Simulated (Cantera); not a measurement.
A perfectly stirred reactor is fed with CO : O2 : H2O : N2 = 0.003 : 0.077 : 0.00097 : 1 (molar parts), equivalence ratio 0.019, at 2.60 bar; it is held at 1523 K, and followed from long to short residence time.

Cantera simulation using GRI-Mech 3.0 (53 species, 325 reactions); the numbers are that mechanism's predictions, not measurements.

x: mole fraction; the columns are a selection and need not sum to one.

| τ (s) | x CO | x O2 | x H2O | x N2O | x CO2 | x H2 | x OH |
|---|---|---|---|---|---|---|---|
| 16 | 3.06e-6 | 0.0699 | 0.000895 | ? | 0.00278 | 1.09e-8 | 7.48e-6 |
| 7.7 | 5.40e-6 | 0.0699 | 0.000894 | ? | 0.00277 | 1.52e-8 | 8.74e-6 |
| 3.6 | 9.56e-6 | 0.0699 | 0.000893 | ? | 0.00277 | 2.24e-8 | 1.05e-5 |
| 1.7 | 1.66e-5 | 0.0699 | 0.000892 | ? | 0.00276 | 3.39e-8 | 1.28e-5 |
| 0.81 | 2.84e-5 | 0.0699 | 0.000891 | ? | 0.00275 | 5.20e-8 | 1.56e-5 |
| 0.38 | 4.87e-5 | 0.0700 | 0.000889 | ? | 0.00273 | 8.13e-8 | 1.91e-5 |
| 0.18 | 8.24e-5 | 0.0700 | 0.000886 | ? | 0.00270 | 1.28e-7 | 2.35e-5 |
| 0.084 | 0.000140 | 0.0700 | 0.000883 | ? | 0.00264 | 2.03e-7 | 2.90e-5 |
| 0.040 | 0.000231 | 0.0700 | 0.000880 | ? | 0.00255 | 3.17e-7 | 3.54e-5 |
| 0.019 | 0.000376 | 0.0701 | 0.000876 | 2.74e-6 | 0.00240 | 4.89e-7 | 4.30e-5 |
| 0.0088 | 0.000606 | 0.0701 | 0.000870 | 2.79e-6 | 0.00217 | 7.43e-7 | 5.18e-5 |

**Question.** Fill in the missing entries.

**Answer.** 
- 16, x N2O: 1.75e-7
- 7.7, x N2O: 2.39e-7
- 3.6, x N2O: 3.44e-7
- 1.7, x N2O: 5.02e-7
- 0.81, x N2O: 7.31e-7
- 0.38, x N2O: 1.06e-6
- 0.18, x N2O: 1.48e-6
- 0.084, x N2O: 1.97e-6
- 0.040, x N2O: 2.43e-6
